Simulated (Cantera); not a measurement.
Feed: 1 mol ZrO2, 460 mol H2, 60 mol N2, equilibrated at 670 Pa.

Cantera equilibrium calculation (NASA polynomials, part measured and part estimated; ideal gas, pure solids and liquids). Candidate condensed phases: H2O, Zr, ZrN, ZrO2; 28 gas species. Mutual solubility and eutectic melting of coexisting phases are not modelled. ZrN: taken at fixed stoichiometry. Condensed phases not in the tables: solid solutions among these carbides, nitrides and lower oxides. Equilibrium is a limit: real reactors are often held back by kinetics, nucleation or transport. All values below are at 1452 °C.

Base state: H2 0.883, N2 0.115, H 0.00213, H2O 1.30e-5 (mole fractions); condensed: ZrN(s) + ZrO2(tetragonal).

**Question.** What changes in the equilibrium state with this change: pressure from 670 Pa to 12000 Pa?

**Answer.** 
```json
[
 {"species": "H2", "before": "0.883", "after": "0.884"},
 {"species": "N2", "before": "0.115", "after": "0.115"},
 {"species": "H", "before": "0.00213", "after": "0.000504"},
 {"species": "H2O", "before": "1.30e-5", "after": "2.69e-5"},
 {"species": "ZrN(s), mol", "before": "0.00340", "after": "0.00699"},
 {"species": "ZrO2(tetragonal), mol", "before": "0.997", "after": "0.993"}
]
```
